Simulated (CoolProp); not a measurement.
Vapour-liquid equilibrium of R124 (1) + R142b (2) at 1480 kPa; x and y are mole fractions of (1).

The numbers come from the multi-fluid Helmholtz-energy mixture model, de Vries 1995 and Lemmon 2006; pair parameters Bell 2016 in CoolProp.

| x | bubble temperature (°C) | y at the bubble point | dew temperature at overall composition x (°C) | liquid density (mol/L) |
|---|---|---|---|---|
| 0.05 | 83.0 | 0.054 | 83.0 | 9.284 |
| 0.15 | 82.5 | 0.159 | 82.6 | 9.183 |
| 0.25 | 82.0 | 0.263 | 82.1 | 9.083 |
| 0.35 | 81.5 | 0.367 | 81.6 | 8.985 |
| 0.45 | 81.0 | 0.469 | 81.1 | 8.888 |
| 0.55 | 80.4 | 0.571 | 80.5 | 8.792 |
| 0.65 | 79.8 | 0.671 | 79.9 | 8.697 |
| 0.75 | 79.1 | 0.769 | 79.3 | 8.603 |
| 0.85 | 78.4 | 0.864 | 78.5 | 8.509 |
| 0.95 | 77.6 | 0.956 | 77.6 | 8.415 |

No azeotrope shows between x = 0.05 and 0.95.

The pair parameters rest on a limited set of measurements; away from them the model extrapolates.
